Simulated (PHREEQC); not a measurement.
Dissolve 0.032 mol/kgw Pb(NO3)2 at 35 °C. Closed to the air; pH follows from the charge balance.

Model: ion-association model, wateq4f.dat, run in PHREEQC.

This is a speciation only: nothing precipitates in the calculation.

Q: Predict the pH, ionic strength.

A: pH 4.67; ionic strength 0.0807 mol/kgw.

Q: In which forms is Pb present?

A: Pb+2 76 %, PbNO3+ 24 % of the Pb.
